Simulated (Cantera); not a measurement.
**Adiabatic ignition**

An adiabatic, constant-pressure homogeneous reactor starts with 4.77 % CH4, 18.6 % O2, 69.9 % N2, 6.72 % H2O, equivalence ratio 0.51, at 1050 K and 3150 Torr.

Model: GRI-Mech 3.0 (53 species, 325 reactions), integrated in Cantera.

| t (s) | T (K) | x CH4 | x O2 | x H2O | x O | x CO2 | x HO2 | x C2H |
|---|---|---|---|---|---|---|---|---|
| 4.00e-6 | 1050 | 0.0477 | 0.186 | 0.0672 | <1e-12 | <1e-12 | 2.66e-10 | <1e-12 |
| 1.49e-5 | 1050 | 0.0477 | 0.186 | 0.0672 | <1e-12 | <1e-12 | 9.88e-10 | <1e-12 |
| 5.52e-5 | 1050 | 0.0477 | 0.186 | 0.0672 | <1e-12 | <1e-12 | 3.66e-9 | <1e-12 |
| 0.000205 | 1050 | 0.0477 | 0.186 | 0.0672 | 1.80e-12 | <1e-12 | 1.34e-8 | <1e-12 |
| 0.000761 | 1050 | 0.0477 | 0.186 | 0.0672 | 8.11e-12 | <1e-12 | 4.78e-8 | <1e-12 |
| 0.00283 | 1050 | 0.0477 | 0.186 | 0.0672 | 5.04e-11 | 2.51e-11 | 1.55e-7 | <1e-12 |
| 0.0105 | 1050 | 0.0477 | 0.186 | 0.0672 | 1.45e-10 | 1.13e-9 | 3.85e-7 | <1e-12 |
| 0.0390 | 1051 | 0.0476 | 0.186 | 0.0673 | 6.01e-10 | 4.31e-8 | 1.63e-6 | <1e-12 |
| 0.145 | 2041 | <1e-12 | 0.0900 | 0.162 | 0.000134 | 0.0476 | 3.22e-6 | <1e-12 |
| 0.538 | 2038 | <1e-12 | 0.0892 | 0.162 | 0.000130 | 0.0476 | 3.15e-6 | <1e-12 |
| 2.00 | 2032 | <1e-12 | 0.0879 | 0.162 | 0.000124 | 0.0476 | 3.05e-6 | <1e-12 |
x: mole fraction; the columns are a selection and need not sum to one.

```
Quantity                                                           Value
---------------------------------  -------------------------------------
time of steepest temperature rise                                75.6 ms
temperature at 2.00 s                                             2032 K
equilibrium temperature                                           2031 K
x(CH4) at 2.00 s                   <1e-12 (gas-phase equilibrium <1e-12)
x(O2) at 2.00 s                    0.0879 (gas-phase equilibrium 0.0876)
x(H2O) at 2.00 s                     0.162 (gas-phase equilibrium 0.162)
```
